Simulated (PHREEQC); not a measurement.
Solution (83 °C): 0.001 mol/kgw CuCl2, 0.00036 mol/kgw H2SO4 and 0.036 mol/kgw H3BO3. Closed to the air; pH follows from the charge balance.

Model: ion-association model, wateq4f.dat, run in PHREEQC.

Each row changes one thing in this solution. No solid was allowed to form.

```tsv
case	pH	ionic strength (mol/kgw)	Cu+2 (mol/kgw)	SO4-2 (mol/kgw)	HSO4- (mol/kgw)	CuSO4 (mol/kgw)	SI of Tenorite (CuO)	SI of Cu(OH)2 (Cu(OH)2)
as made	3.21	0.00373	0.000922	0.000264	5.70e-5	3.88e-5	-2.55	-3.56
H2SO4 from 0.00036 to 3.6e-05 mol/kgw	4.16	0.00300	0.000952	3.04e-5	7.49e-7	4.87e-6	-0.62	-1.64
diluted 10-fold with water	4.16	0.000402	9.87e-5	3.43e-5	9.56e-7	7.86e-7	-1.53	-2.55
CuCl2 replaced by CuSO4 at the same molality	3.30	0.00416	0.000861	0.00104	0.000180	0.000139	-2.40	-3.42
temperature from 83 to 40 °C	3.18	0.00387	0.000955	0.000300	2.21e-5	3.76e-5	-3.85	-4.87
H2SO4 from 0.00036 to 0.00018 mol/kgw	3.49	0.00334	0.000937	0.000142	1.61e-5	2.18e-5	-1.97	-2.98
diluted 2-fold with water	3.49	0.00193	0.000476	0.000149	1.79e-5	1.31e-5	-2.24	-3.26
CuCl2 from 0.001 to 0.0002 mol/kgw	3.21	0.00150	0.000188	0.000283	6.65e-5	1.03e-5	-3.20	-4.22
CuCl2 from 0.001 to 0.0001 mol/kgw	3.20	0.00122	9.41e-5	0.000286	6.82e-5	5.43e-6	-3.49	-4.51
```

Species that the database lacks are ignored. Constants without temperature data keep their 25 °C values here.
